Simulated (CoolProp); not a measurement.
Vapour-liquid equilibrium of cyclohexane (1) + n-nonane (2) at 1.25 bar; x and y are mole fractions of (1).

Model: multi-fluid Helmholtz-energy mixture model, Zhou 2014 and Lemmon 2006; pair parameters Bell 2016, in CoolProp.

**Question.** Give the bubble temperature and the first vapour's composition at x = 0.05, 0.2, 0.5. Is there an azeotrope?

**Answer.** x = 0.05: 424.5 K, y = 0.208; x = 0.2: 406.8 K, y = 0.579; x = 0.5: 383.8 K, y = 0.867. No azeotrope shows between x = 0.05 and 0.95.

Pair parameters are fitted to limited data, so mixtures are less certain than the pure fluids.
